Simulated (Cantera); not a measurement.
Cantera run:

```python
import numpy as np
import cantera as ct

gas_names = """
    B BH BH2 BH3 BN B2 H H2 N NH NH2 NH3 N2 N2H2 N2H4
""".split()
cond_names = """
    B(b) B(L) BN(s)
""".split()


# ... load() reads the species with a 1 bar reference pressure and builds the phases ...
atoms = {
    'B2H6': {'B': 2, 'H': 6},
    'NH3': {'N': 1, 'H': 3},
    'N2': {'N': 2},
}
top_T = {'BN(s)': 3200}  # K; cautious upper limits of use, not melting points


# ... equilibrate(T, P, feed) seeds the gas with the atoms and calls Mixture.equilibrate('TP', solver="vcs", rtol=1e-11, max_steps=5000) ...
results = []
T = 2075  # K
P = 1100  # Pa
for m in [0.27, 0.4, 0.58, 0.85, 1.2, 1.8, 2.6, 3.8, 5.5]:
    feed = {'B2H6': 1, 'NH3': m, 'N2': 0.83}  # mol
    mix = equilibrate(T, P, feed)
    results.append((T, P, feed, dict(zip(mix.species_names, mix.species_moles))))

top = {s: max(r[3][s] / sum(r[3][g] for g in gas_names) for r in results) for s in gas_names}
cols = sorted((s for s in top if top[s] > 1e-05), key=lambda s: -top[s])[:6]
seen = [c for c in cond_names if any(r[3].get(c, 0) > 1e-12 for r in results)]
print("log10 of partial pressures in bar; condensed amounts in mol")
print(f"{'n(NH3)':>10s}" + "".join(f"{s[:9]:>10s}" for s in cols + seen))
for T, P, feed, n in results:
    ng = sum(n[g] for g in gas_names)
    print(f"{feed['NH3']:10.4g}" + "".join(f"{np.log10(max(n[s] / ng * P / 1e5, 1e-99)):10.3f}" for s in cols)
          + "".join(f"{n.get(c, 0):10.4g}" for c in seen))
```

Result:

```
log10 of partial pressures in bar; condensed amounts in mol
    n(NH3)        H2        N2         H       BH2         B      B(b)     BN(s)
      0.27    -1.984    -3.461    -3.567    -5.134    -6.353    0.2915     1.706
       0.4    -1.984    -3.461    -3.567    -5.134    -6.353    0.1742     1.823
      0.58    -1.984    -3.461    -3.567    -5.134    -6.353    0.0118     1.985
      0.85    -1.995    -3.212    -3.572    -5.269    -6.478         0     1.998
       1.2    -2.007    -3.048    -3.578    -5.363    -6.559         0     1.998
       1.8    -2.022    -2.908    -3.586    -5.448    -6.629         0     1.998
       2.6    -2.036    -2.815    -3.592    -5.508    -6.676         0     1.998
       3.8    -2.049    -2.744    -3.599    -5.557    -6.712         0     1.997
       5.5    -2.060    -2.693    -3.604    -5.593    -6.737         0     1.996
```

Method: chemical equilibrium by Gibbs-energy minimisation in Cantera with the NASA 1993 tables (ideal gas, pure condensed phases). The feed counts by its element totals alone. Mutual solubility and eutectic melting of coexisting phases are not modelled. The tables' values for BH2 are old estimates; treat these amounts as uncertain.
